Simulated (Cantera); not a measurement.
Equilibrium for silicon oxide and oxynitride deposition: SiH₄ + NO + H₂

A closed system holds: 1 mol SiH₄, 4.5 mol NO, 0.71 mol H₂, at 1377 °C and 0.350 bar.

Method: chemical equilibrium by Gibbs-energy minimisation in Cantera with the NASA 1993 tables (ideal gas, pure condensed phases). Candidate condensed phases: H₂O, Si, SiO₂, Si₂N₂O, Si₃N₄; 35 gas species. The tables hold silica as quartz up to 1696 K and as liquid above; real silica turns to tridymite and cristobalite and melts near 1996 K. Gases not in the tables: Si(OH)₄. Rates play no part.

x(H₂O): 0.504
x(N₂): 0.454
x(H₂): 0.0423
x(H): 3.16e-5
x(OH): 1.70e-5
n(SiO₂(β-quartz)): 1.00 mol
gas amount: 4.960 mol
log10 activity of Si(s) (absent): -11.85
